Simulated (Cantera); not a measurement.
What does this Cantera script print?

```python
import numpy as np
import cantera as ct

gas = ct.Solution("gri30.yaml")
gas.TPX = 2900, 8900, {'CH4': 0.026, 'H2': 1, 'O2': 0.0055, 'H2O': 0.079}
reactor = ct.IdealGasConstPressureReactor(gas, energy="off", clone=False)
net = ct.ReactorNet([reactor])
net.rtol, net.atol = 1e-08, 1e-18
show = ['CH4', 'H2', 'O2', 'OH', 'CH2', 'CO', 'C2H4']
times = np.geomspace(2e-06, 20, 10)

steps = ct.SolutionArray(gas, extra=["t"])
rows = []
print(f"{'t/s':>10s}{'T/K':>9s}{'P/Pa':>11s}" + "".join(f"{s:>11s}" for s in show))
for t in times:
    while net.time < t:
        t_next = net.step()
        steps.append(gas.state, t=t_next)
    rows.append([np.interp(t, steps.t, y) for y in (steps.T, steps.P, *steps(*show).X.T)])
    print(f"{t:10.3e}{rows[-1][0]:9.1f}{rows[-1][1]:11.4g}" + "".join(f"{x:11.3e}" for x in rows[-1][2:]))
rate = np.gradient(steps.T, steps.t)
print("integrator steps:", len(steps.t))
if steps.T.max() > steps.T[0] + 200:
    print(f"time of steepest temperature rise: {steps.t[rate.argmax()]:.4e} s")
gas.TPX = 2900, 8900, {'CH4': 0.026, 'H2': 1, 'O2': 0.0055, 'H2O': 0.079}
gas.equilibrate("TP")
print(f"equilibrium (TP): T = {gas.T:.1f} K  " + "  ".join(f"{s} {gas[s].X[0]:.3e}" for s in show))
```

Output:

```
       t/s      T/K       P/Pa        CH4         H2         O2         OH        CH2         CO       C2H4
 2.000e-06   2900.0       8900  2.214e-02  8.984e-01  4.889e-03  6.286e-05  4.187e-06  9.621e-08  2.711e-07
 1.199e-05   2900.0       8900  1.776e-02  8.859e-01  3.827e-03  4.029e-04  1.152e-04  4.074e-05  3.578e-05
 7.188e-05   2900.0       8900  5.335e-03  8.562e-01  1.128e-05  1.324e-03  4.129e-04  2.491e-03  6.364e-05
 4.309e-04   2900.0       8900  4.805e-04  8.473e-01  2.228e-06  1.552e-03  1.027e-04  1.480e-02  1.781e-06
 2.583e-03   2900.0       8900  1.145e-10  8.004e-01  5.684e-06  2.376e-03  8.213e-11  2.084e-02  2.026e-14
 1.549e-02   2900.0       8900  1.618e-12  6.618e-01  3.219e-05  5.137e-03  8.239e-12  1.917e-02  6.821e-20
 9.283e-02   2900.0       8900  8.014e-13  6.273e-01  4.341e-05  5.808e-03  5.804e-12  1.875e-02  2.593e-20
 5.565e-01   2900.0       8900  8.014e-13  6.273e-01  4.341e-05  5.808e-03  5.804e-12  1.875e-02  2.593e-20
 3.336e+00   2900.0       8900  8.014e-13  6.273e-01  4.341e-05  5.808e-03  5.804e-12  1.875e-02  2.593e-20
 2.000e+01   2900.0       8900  8.014e-13  6.273e-01  4.341e-05  5.808e-03  5.804e-12  1.875e-02  2.593e-20
integrator steps: 1705
equilibrium (TP): T = 2900.0 K  CH4 8.479e-13  H2 6.273e-01  O2 4.341e-05  OH 5.808e-03  CH2 5.905e-12  CO 1.875e-02  C2H4 2.693e-20
```

Computed with Cantera and GRI-Mech 3.0 (53 species, 325 reactions).
